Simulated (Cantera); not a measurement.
Ignition delay

Mixture: CH4 : C2H6 : C3H8 : O2 : N2 : CO2 = 1 : 0.26 : 0.7 : 6.54 : 24.6 : 1.1 (molar parts), at 1200000 Pa, adiabatic and at constant volume. Ignition delay is the time to a rise of 400 K.

Cantera simulation using GRI-Mech 3.0 (53 species, 325 reactions); the numbers are that mechanism's predictions, not measurements. GRI-Mech 3.0 was tuned for natural gas; its chemistry of propane as a main component is partial and can be far from experiment. The pressure lies above the range GRI-Mech 3.0 was tuned for (to about 10 atm).

| T0 (K) | delay (ms) |
|---|---|
| 1200 | 0.633 |
| 1275 | 0.233 |
| 1350 | 0.0902 |
| 1425 | 0.0378 |
| 1500 | 0.0175 |
| 1575 | 0.00899 |

- apparent activation energy between 1425 and 1575 K = 180 kJ/mol
